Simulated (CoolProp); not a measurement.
The numbers come from the reference Helmholtz-energy equation of state, McLinden 2020 in CoolProp.

### Question
Give the vapour pressure (kPa), liquid density (kg/m³), vapour density (kg/m³), enthalpy of vaporisation (kJ/kg) of saturated R1336mzz(Z) at 287.2, 320.2, 419.1 K.

### Answer
| T (K) | p (kPa) | liquid density (kg/m³) | vapour density (kg/m³) | enthalpy of vaporisation (kJ/kg) |
|---|---|---|---|---|
| 287.2 | 47.0 | 1390 | 3.33 | 173 |
| 320.2 | 163 | 1310 | 10.8 | 158 |
| 419.1 | 1840 | 926 | 144 | 84.3 |
